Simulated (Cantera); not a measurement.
**Ammonia decomposition in nitride growth gas**

A perfectly stirred reactor is fed with 17.2 % NH3, 82.8 % N2, at 20.0 Torr; it is held at 1950 K, and followed from long to short residence time.

Model: the gas-phase N/H chemistry of the illustrative SiF4/NH3 mechanism in the Surface Chemkin manual (1991), integrated in Cantera. Walls and surfaces, which speed up NH3 decomposition in real reactors, are not modelled.

| τ (s) | x NH3 | x N2 | x H2 | x N2H4 | x NH2 | x NH |
|---|---|---|---|---|---|---|
| 5.1 | 0.0346 | 0.789 | 0.176 | 3.67e-10 | 0.000140 | 6.77e-6 |
| 2.0 | 0.0631 | 0.797 | 0.139 | 9.05e-10 | 0.000220 | 8.70e-6 |
| 0.82 | 0.0974 | 0.807 | 0.0956 | 1.80e-9 | 0.000310 | 1.02e-5 |
| 0.33 | 0.130 | 0.816 | 0.0541 | 3.05e-9 | 0.000404 | 1.07e-5 |
| 0.13 | 0.152 | 0.822 | 0.0251 | 4.53e-9 | 0.000492 | 9.71e-6 |
| 0.052 | 0.164 | 0.825 | 0.00997 | 5.69e-9 | 0.000551 | 7.50e-6 |
| 0.021 | 0.170 | 0.827 | 0.00323 | 5.29e-9 | 0.000532 | 5.02e-6 |
| 0.0082 | 0.172 | 0.827 | 0.000687 | 2.62e-9 | 0.000374 | 2.59e-6 |
| 0.0033 | 0.172 | 0.828 | 0.000130 | 5.96e-10 | 0.000178 | 8.80e-7 |
x: mole fraction; the columns are a selection and need not sum to one.
